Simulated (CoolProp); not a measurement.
Vapour-liquid equilibrium of carbon dioxide (1) + R142b (2) at 273.8 K; x and y are mole fractions of (1).

Computed with CoolProp (multi-fluid Helmholtz-energy mixture model, Span 1996 and Lemmon 2006; pair parameters Bell 2016).

Task: Give the bubble pressure and the first vapour's composition at x = 0.125, 0.275, 0.5. Is there an azeotrope?

Result: x = 0.125: 0.4837 MPa, y = 0.709; x = 0.275: 0.9534 MPa, y = 0.864; x = 0.5: 1.696 MPa, y = 0.935. No azeotrope shows between x = 0.05 and 0.95.

Pair parameters are fitted to limited data, so mixtures are less certain than the pure fluids.
